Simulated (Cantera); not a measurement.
# Thermodynamics of abatement and gas-phase synthesis, feed CS₂ + H₂

Charge: 1 mol CS₂, 0.15 mol H₂, equilibrated at 1573.15 K.

These are equilibrium values from Cantera (NASA tables, ideal gas, pure condensed phases), not measurements of a reactor. Candidate condensed phases: C, C₆H₆, C₇H₈, C₈H₁₈, S; 83 gas species. The ideal-gas law is rough above about 30 bar. Equilibrium is a limit: real reactors are often held back by kinetics, nucleation or transport.

```
P (Pa)    x CS₂   x S₂    x H₂S      x CS     x H₂  n C(graphite)
--------  -----  -----  -------  --------  -------  -------------
10        0.625  0.125  0.00109     0.123    0.119         0.0819
65        0.683  0.136  0.00299    0.0505    0.123          0.135
420       0.707  0.141  0.00760    0.0202    0.120          0.158
2700      0.716  0.143   0.0180   0.00803    0.112          0.171
17000     0.719  0.144   0.0379   0.00321   0.0935          0.183
110000    0.719  0.144   0.0679   0.00126   0.0659          0.198
720000    0.718  0.144   0.0986  0.000492   0.0374          0.212
4700000   0.718  0.143    0.120  0.000193   0.0178          0.221
30000000  0.717  0.143    0.131   7.62e-5  0.00770          0.226
```
x: gas mole fraction; n: condensed amount in mol.

From 0.000100 bar to 300 bar the condensed part is C(graphite). The main C-bearing gas is CS₂ throughout. The share of C in condensed phases is highest at 300 bar (22.6 %) and lowest at 0.000100 bar (8.2 %).
